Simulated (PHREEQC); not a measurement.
## Nickel, zinc or cadmium bath (model solution)

Solution (45 °C): 0.006 mol/kgw ZnSO4 and 0.099 mol/kgw MnSO4. Closed to the air; pH follows from the charge balance.

All values are PHREEQC results (ion-association model, phreeqc.dat), not measurements.

This is a speciation only: nothing precipitates in the calculation.

Estimate the pH.

pH 5.89.

In which forms is Mn present?

MnSO4 51 %, Mn+2 49 % of the Mn.

Away from 25 °C the constants follow the database's enthalpies or fits; those with neither stay at their 25 °C values.
